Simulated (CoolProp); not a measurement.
Vapour-liquid equilibrium of CH2F2 (R32) (1) + R125 (2) at 16.5 bar; x and y are mole fractions of (1).

Values from CoolProp's multi-fluid Helmholtz-energy mixture model, Tillner-Roth 1997 and Lemmon 2005; pair parameters Lemmon 2004.

```csv
x,"bubble temperature, mixture model (°C)","bubble temperature, Raoult's law (°C)","y, mixture model","y, Raoult's law"
0.05,31.3,31.5,0.061,0.061
0.15,29.9,30.7,0.179,0.178
0.25,28.6,29.8,0.289,0.291
0.35,27.5,29.0,0.393,0.398
0.45,26.5,28.2,0.491,0.501
0.55,25.7,27.4,0.585,0.600
0.65,25.1,26.6,0.675,0.695
0.75,24.6,25.9,0.765,0.786
0.85,24.3,25.2,0.856,0.874
0.95,24.1,24.5,0.950,0.959
```

The largest gap from Raoult's law is -1.7 K in bubble temperature, at x = 0.55. No azeotrope shows between x = 0.05 and 0.95.

Pair parameters are fitted to limited data, so mixtures are less certain than the pure fluids.
